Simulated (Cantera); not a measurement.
Reactions in the system Cl-O-Ti

Standard-state values (1 bar) from the NASA 1993 polynomials, evaluated with Cantera. Values are per mole of reaction as written; species without (g) are pure solids or liquids, kept so even where they would boil at 1 bar.

2 TiCl3(g) + 2 Ti2O3 = 3 TiOCl2(g) + 3 TiO(g)

```
T (K)  ΔH° (kJ)  ΔS° (J/K)  ΔG° (kJ)  log10 K  condensed phases
-----  --------  ---------  --------  -------  ----------------
300      2646.8      874.5    2384.4  -415.15          Ti2O3(s)
2150     2246.4      588.9     980.2   -23.81          Ti2O3(l)
2200     2240.4      586.2     950.8   -22.57          Ti2O3(l)
2250     2234.4      583.5     921.6   -21.39          Ti2O3(l)
2300     2228.5      580.9     892.4   -20.27          Ti2O3(l)
2350     2222.5      578.3     863.5   -19.19          Ti2O3(l)
2400     2216.6      575.8     834.6   -18.16          Ti2O3(l)
2450     2210.7      573.4     805.9   -17.18          Ti2O3(l)
2500     2204.8      571.0     777.3   -16.24          Ti2O3(l)
2550     2198.9      568.7     748.8   -15.34          Ti2O3(l)
```
